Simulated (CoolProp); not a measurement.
R365MFC along the isobar 26.6 bar: density (kg/m³) from the reference equation and from simpler models built on Tc = 460.0 K, pc = 32.66 bar, ω = 0.377; each cubic takes its own stable root.

Values from CoolProp's reference Helmholtz-energy equation of state, Lemmon 2016.

```json
[
 {"T (K)": "308.2", "phase": "liquid", "reference": "1242", "Redlich-Kwong": "1094", "Soave-Redlich-Kwong": "1151", "Peng-Robinson": "1300"},
 {"T (K)": "329.5", "phase": "liquid", "reference": "(withheld)", "Redlich-Kwong": "(withheld)", "Soave-Redlich-Kwong": "(withheld)", "Peng-Robinson": "1251"},
 {"T (K)": "350.8", "phase": "liquid", "reference": "1146", "Redlich-Kwong": "994.5", "Soave-Redlich-Kwong": "1056", "Peng-Robinson": "(withheld)"},
 {"T (K)": "372.1", "phase": "liquid", "reference": "1091", "Redlich-Kwong": "935.5", "Soave-Redlich-Kwong": "996.6", "Peng-Robinson": "1128"},
 {"T (K)": "393.4", "phase": "liquid", "reference": "1030", "Redlich-Kwong": "867.2", "Soave-Redlich-Kwong": "926.4", "Peng-Robinson": "1049"},
 {"T (K)": "414.7", "phase": "liquid", "reference": "(withheld)", "Redlich-Kwong": "783.7", "Soave-Redlich-Kwong": "838.7", "Peng-Robinson": "948.3"},
 {"T (K)": "436.1", "phase": "liquid", "reference": "851.9", "Redlich-Kwong": "664.4", "Soave-Redlich-Kwong": "713.9", "Peng-Robinson": "804.0"},
 {"T (K)": "457.4", "phase": "gas", "reference": "173.5", "Redlich-Kwong": "168.0", "Soave-Redlich-Kwong": "168.9", "Peng-Robinson": "176.6"},
 {"T (K)": "478.7", "phase": "gas", "reference": "142.3", "Redlich-Kwong": "142.4", "Soave-Redlich-Kwong": "(withheld)", "Peng-Robinson": "(withheld)"},
 {"T (K)": "500", "phase": "gas", "reference": "125.9", "Redlich-Kwong": "126.8", "Soave-Redlich-Kwong": "(withheld)", "Peng-Robinson": "127.1"}
]
```

Task: What belongs in the gaps?

Result: 
- 329.5, reference: 1196
- 329.5, Redlich-Kwong: 1047
- 329.5, Soave-Redlich-Kwong: 1107
- 350.8, Peng-Robinson: 1194
- 414.7, reference: 955.1
- 478.7, Soave-Redlich-Kwong: 139.5
- 478.7, Peng-Robinson: 144.7
- 500, Soave-Redlich-Kwong: 123.1
